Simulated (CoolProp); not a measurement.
Vapour-liquid equilibrium of toluene (1) + p-xylene (2) at 313.1 K; x and y are mole fractions of (1).

Model: multi-fluid Helmholtz-energy mixture model, Lemmon 2006 and Zhou 2012; pair parameters Bell 2016, in CoolProp.

Task: Give the bubble pressure and the first vapour's composition at x = 0.05, 0.65, 0.95. Is there an azeotrope?

Result: x = 0.05: 0.02914 bar, y = 0.136; x = 0.65: 0.06096 bar, y = 0.846; x = 0.95: 0.07620 bar, y = 0.982. No azeotrope shows between x = 0.05 and 0.95.

Pair parameters are fitted to limited data, so mixtures are less certain than the pure fluids.
